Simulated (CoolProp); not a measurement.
Saturation properties of carbon monoxide.

Computed with CoolProp (reference Helmholtz-energy equation of state, Lemmon 2006). It is a short technical equation, of lower accuracy than the large ones.

```
T (K)  p (MPa)  vapour Z  surface tension (mN/m)
-----  -------  --------  ----------------------
90.3    0.2452    0.9228                    7.70
93.1    0.3142    0.9081                    7.12
96      0.3998    0.8912                    6.52
98.9    0.5014    0.8725                    5.94
101.7   0.6160    0.8527                    5.38
104.6   0.7536    0.8302                    4.81
107.4   0.9062    0.8065                    4.27
110.3    1.086    0.7796                    3.71
113.2    1.291    0.7503                    3.17
116      1.513    0.7191                    2.66
118.9    1.771    0.6834                    2.14
```

It boils at 81.6 K under 1 atm.

Surface tension comes from a separate correlation (Mulero 2012).
